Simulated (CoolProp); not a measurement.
Vapour-liquid equilibrium of CH2F2 (R32) (1) + R142b (2) at 252.5 K; x and y are mole fractions of (1).

Values from CoolProp's multi-fluid Helmholtz-energy mixture model, Tillner-Roth 1997 and Lemmon 2006; pair parameters Bell 2016.

```
x     bubble pressure, mixture model (kPa)  bubble pressure, Raoult's law (kPa)  y, mixture model  y, Raoult's law
----  ------------------------------------  -----------------------------------  ----------------  ---------------
0.05                                 83.20                                78.64             0.285            0.252
0.2                                  147.7                                128.7             0.650            0.615
0.35                                 207.3                                178.8             0.788            0.775
0.5                                  258.3                                228.9             0.859            0.865
0.65                                 301.6                                279.0             0.906            0.922
0.8                                  341.0                                329.1             0.944            0.962
0.95                                 381.4                                379.2             0.984            0.992
```

The largest gap from Raoult's law is +15.9 % in bubble pressure, at x = 0.35. No azeotrope shows between x = 0.05 and 0.95.

The pair parameters rest on a limited set of measurements; away from them the model extrapolates.
